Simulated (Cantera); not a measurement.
Input: 1 mol Si₃H₈, 0.39 mol HCl, 5.1 mol N₂, held at 1477 °C and 0.133 bar.

Cantera equilibrium calculation (NASA polynomials, part measured and part estimated; ideal gas, pure solids and liquids). Candidate condensed phases: NH₄Cl, Si, Si₃N₄; 28 gas species. The feed counts by its element totals alone. The tables' values for SiCl₃ are old estimates; treat these amounts as uncertain. Rates play no part.

Base state: H₂ 0.535, N₂ 0.415, HCl 0.0472, SiCl₂ 0.00232, H 0.000466, SiCl₃ 3.46e-5, Cl 3.17e-5 (mole fractions); condensed: Si₃N₄(s).

**Question.** What changes in the equilibrium state with this change: pressure from 0.133 bar to 1 atm?

**Answer.** 
```tsv
species	before	after
H₂	0.535	0.534
N₂	0.415	0.414
HCl	0.0472	0.0505
SiCl₂	0.00232	0.000690
H	0.000466	0.000169
Cl	3.17e-5	1.23e-5
Si₃N₄(s), mol	0.994	0.998
```

**Question.** What changes in the equilibrium state with this change: N₂ from 5.1 to 290 mol?

**Answer.** 
```json
[
 {"species": "N₂", "before": "0.415", "after": "0.985"},
 {"species": "H₂", "before": "0.535", "after": "0.0137"},
 {"species": "HCl", "before": "0.0472", "after": "0.00126"},
 {"species": "SiCl₂", "before": "0.00232", "after": "3.61e-5"},
 {"species": "SiCl₃", "before": "3.46e-5", "after": "8.95e-8"},
 {"species": "H", "before": "0.000466", "after": "7.45e-5"},
 {"species": "Si₃N₄(s), mol", "before": "0.994", "after": "0.996"}
]
```

**Question.** What changes in the equilibrium state with this change: Si₃H₈ replaced by SiH₄?

**Answer.** 
```csv
species,before,after
N₂,0.415,0.650
H₂,0.535,0.296
HCl,0.0472,0.0498
SiCl₂,0.00232,0.00346
SiCl₃,3.46e-5,7.33e-5
Cl,3.17e-5,4.50e-5
"Si₃N₄(s), mol",0.994,0.325
```
